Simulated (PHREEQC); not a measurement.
PHREEQC input (ion-association model, wateq4f.dat):

```
SOLUTION_MASTER_SPECIES
  An  An-  0  An  62.0  # stands for a non-complexing anion
SOLUTION_SPECIES
  An- = An-
    -log_k 0
    -gamma 3.0 0
PHASES
  Fix_H+
    H+ = H+
    -log_k 0
SOLUTION 1
  temp 25
  units mmol/kgw
  pH 7 charge
  Se(4) 0.099
  Na 50.198
  An 50
END
SELECTED_OUTPUT 1
  -reset false
  -pH true
  -pe true
  -ionic_strength true
  -water true
  -totals Na Se Se(-2) Se(4) Se(6)
  -molalities Hfo_wOH Hfo_wOH2+ Hfo_wO- Hfo_sOH Hfo_sOH2+ Hfo_sO- Hfo_wSeO3- Hfo_wOHSeO3-2
USER_PUNCH 1
  -headings sigma psi
  10 PUNCH EDL("sigma", "Hfo"), EDL("psi", "Hfo")
PRINT
  -reset false
USE solution 1
SURFACE 1
  Hfo_wOH 9.21348e-05 600 0.041
  Hfo_sOH 2.30337e-06
EQUILIBRIUM_PHASES 1
  Fix_H+ -4 HAn 10
    -force_equality true
END
# ... the last block is repeated for the other 16 points of pH, with NaOH or the acid as the point needs
```

Selected output (columns that matter, 12 of 17 rows; pH added in front):

```
pH	mu	Na	Se	m_Hfo_wOH	m_Hfo_wOH2+	m_Hfo_wO-	m_Hfo_sOH	m_Hfo_sOH2+	m_Hfo_sO-	m_Hfo_wSeO3-	m_Hfo_wOHSeO3-2	sigma	psi
4	0.050326	0.050198	6.3009e-05	1.1433e-06	5.5e-05	5.444e-10	4.6903e-08	2.2564e-06	2.2335e-11	3.5556e-05	4.3446e-07	0.08171	0.09511
4.38	0.050255	0.050198	6.1475e-05	1.7648e-06	5.2844e-05	1.3502e-09	7.4436e-08	2.2289e-06	5.6948e-11	3.6803e-05	7.2249e-07	0.06599	0.084812
5.12	0.050212	0.050198	6.0123e-05	4.0236e-06	4.9226e-05	7.5343e-09	1.7402e-07	2.129e-06	3.2585e-10	3.7095e-05	1.7823e-06	0.041924	0.064032
5.5	0.050206	0.050198	6.0355e-05	6.0109e-06	4.7462e-05	1.744e-08	2.5884e-07	2.0438e-06	7.5098e-10	3.5967e-05	2.6777e-06	0.032026	0.052803
6.25	0.050201	0.050198	6.2945e-05	1.2434e-05	4.3564e-05	8.1299e-08	5.107e-07	1.7893e-06	3.3392e-09	3.0875e-05	5.1802e-06	0.015821	0.029311
6.62	0.050201	0.050198	6.5299e-05	1.7124e-05	4.1146e-05	1.6327e-07	6.7501e-07	1.6219e-06	6.4357e-09	2.7077e-05	6.6242e-06	0.0089173	0.017113
7.38	0.050206	0.050198	7.217e-05	3.0365e-05	3.4325e-05	6.1538e-07	1.071e-06	1.2107e-06	2.1705e-08	1.7651e-05	9.1789e-06	-0.0043545	-0.008473
7.75	0.050215	0.050198	7.6432e-05	3.8636e-05	2.9783e-05	1.1482e-06	1.2793e-06	9.861e-07	3.8018e-08	1.2804e-05	9.7639e-06	-0.010783	-0.020525
8.5	0.050251	0.050198	8.6523e-05	5.733e-05	1.8188e-05	4.1399e-06	1.6577e-06	5.2591e-07	1.1971e-07	4.3733e-06	8.1035e-06	-0.02403	-0.042083
8.88	0.050268	0.050198	9.1518e-05	6.4506e-05	1.2554e-05	7.5934e-06	1.7552e-06	3.4158e-07	2.0661e-07	1.8608e-06	5.6208e-06	-0.031409	-0.052008
9.62	0.050343	0.050257	9.767e-05	6.7515e-05	6.061e-06	1.7229e-05	1.7126e-06	1.5374e-07	4.3703e-07	1.7614e-07	1.1534e-06	-0.054657	-0.075906
10	0.050425	0.050338	9.86e-05	6.5109e-05	4.3617e-06	2.2265e-05	1.6348e-06	1.0952e-07	5.5905e-07	4.0876e-08	3.5868e-07	-0.074963	-0.090865
```

The database's selenite sorption wasn't checked against measurements; a fall in acid may be a fault of its surface constants.
